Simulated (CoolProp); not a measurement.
Vapour-liquid equilibrium of CH3F (R41) (1) + chloromethane (R40) (2) at 893 kPa; x and y are mole fractions of (1).

The numbers come from the multi-fluid Helmholtz-energy mixture model, Lemmon 2006 and Thol 2014; pair parameters Bell 2016 in CoolProp.

```
x     bubble temperature (°C)  y at the bubble point  dew temperature at overall composition x (°C)  liquid density (mol/L)
----  -----------------------  ---------------------  ---------------------------------------------  ----------------------
0.05                     33.0                  0.205                                           39.0                   17.80
0.15                     19.5                  0.491                                           35.2                   18.53
0.25                      8.8                  0.665                                           31.1                   19.16
0.35                      0.5                  0.772                                           26.6                   19.72
0.45                     -6.1                  0.841                                           21.7                   20.22
0.55                    -11.4                  0.888                                           16.2                   20.67
0.65                    -15.8                  0.922                                            9.8                   21.08
0.75                    -19.5                  0.949                                            2.3                   21.47
0.85                    -22.9                  0.971                                           -7.1                   21.84
0.95                    -26.0                  0.991                                          -19.7                   22.21
```

No azeotrope shows between x = 0.05 and 0.95.

Pair parameters are fitted to limited data, so mixtures are less certain than the pure fluids. The gap from Raoult's law changes sign with composition, which may be real or a fault of the pair parameters; it wasn't checked against measurements.
